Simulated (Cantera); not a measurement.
Input: 1 mol Pb, 0.056 mol O2, 0.33 mol N2, at 75.0 Torr.

Equilibrium computed with Cantera from the NASA thermochemical tables; the gas is ideal and each condensed phase is pure. Candidate condensed phases: Pb, PbO, PbO2, Pb3O4; 12 gas species. Mutual solubility and eutectic melting of coexisting phases are not modelled. Equilibrium is a limit: real reactors are often held back by kinetics, nucleation or transport.

log p: log10 of the partial pressure in bar; n: condensed amount in mol.

```
T (K)  log p N2  log p Pb  log p PbO  log p Pb2  n Pb(l)  n PbO(red)  n PbO(yellow)
-----  --------  --------  ---------  ---------  -------  ----------  -------------
700       -1.00     -8.95     -12.78       <-13    0.888       0.112              0
750       -1.00     -8.02     -11.38       <-13    0.888       0.112              0
800       -1.00       [?]        [?]       <-13    0.888           0          0.112
850       -1.00     -6.50      -9.08       <-13    0.888           0          0.112
900       -1.00     -5.86      -8.13     -12.09    0.888           0          0.112
950       -1.00     -5.30      -7.28     -11.14    0.888           0          0.112
1000      -1.00       [?]        [?]        [?]    0.888           0          0.112
1050      -1.00     -4.33      -5.83      -9.53    0.888           0          0.112
1100      -1.00     -3.92      -5.21      -8.83    0.888           0          0.112
1150      -1.00     -3.54      -4.64      -8.20    0.887           0          0.112
```

Q: What belongs in the gaps?

A: 
- 800, log p Pb: -7.21
- 800, log p PbO: -10.15
- 1000, log p Pb: -4.79
- 1000, log p PbO: -6.52
- 1000, log p Pb2: -10.29
